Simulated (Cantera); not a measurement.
Feed: 1 mol Pb, 1.5 mol CO2, 0.51 mol CO, equilibrated at 1527 °C and 0.100 bar.

Method: chemical equilibrium by Gibbs-energy minimisation in Cantera with the NASA 1993 tables (ideal gas, pure condensed phases). Candidate condensed phases: C, Pb, PbO, PbO2, Pb3O4; 15 gas species. Gases not in the tables: (PbO)n polymers. Rates play no part.

Base state: CO2 0.491, Pb 0.325, CO 0.176, PbO 0.00691, Pb2 7.87e-5 (mole fractions); condensed: gas only.

What changes in the equilibrium state with this change: CO2 from 1.5 to 0.035 mol?


| species | before | after |
|---|---|---|
| Pb | 0.325 | 0.646 |
| CO | 0.176 | 0.331 |
| CO2 | 0.491 | 0.0223 |
| PbO | 0.00691 | 0.000333 |
| Pb2 | 7.87e-5 | 0.000311 |

What changes in the equilibrium state with this change: CO from 0.51 to 8.1 mol?


| species | before | after |
|---|---|---|
| CO | 0.176 | 0.764 |
| CO2 | 0.491 | 0.141 |
| Pb | 0.325 | 0.0942 |
| PbO | 0.00691 | 0.000133 |
| Pb2 | 7.87e-5 | 6.61e-6 |
